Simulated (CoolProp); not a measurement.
Aqueous lithium chloride as a coolant, 18 % by mass, freezing at -34.9 °C, 1 atm.

Computed with CoolProp (Melinder's fits for secondary coolants).

| T (°C) | cp (kJ/(kg K)) | density (kg/m³) | Prandtl number | conductivity (W/(m K)) |
|---|---|---|---|---|
| -20.9 | 3.111 | 1111 | 45.8 | 0.499 |
| -16.7 | 3.134 | 1111 | 37.7 | 0.505 |
| -12.5 | 3.156 | 1110 | 31.5 | 0.511 |
| -8.3 | 3.178 | 1109 | 26.8 | 0.517 |
| -4.1 | 3.200 | 1109 | 23.0 | 0.522 |
| 0.1 | 3.223 | 1108 | 19.9 | 0.528 |
| 4.2 | 3.244 | 1107 | 17.6 | 0.534 |
| 8.4 | 3.267 | 1106 | 15.6 | 0.540 |
| 12.6 | 3.289 | 1105 | 13.9 | 0.546 |
| 16.8 | 3.311 | 1104 | 12.5 | 0.552 |
| 21 | 3.333 | 1103 | 11.3 | 0.558 |
| 25.2 | 3.355 | 1102 | 10.3 | 0.564 |
| 29.4 | 3.377 | 1100 | 9.44 | 0.570 |
| 33.6 | 3.400 | 1099 | 8.66 | 0.575 |
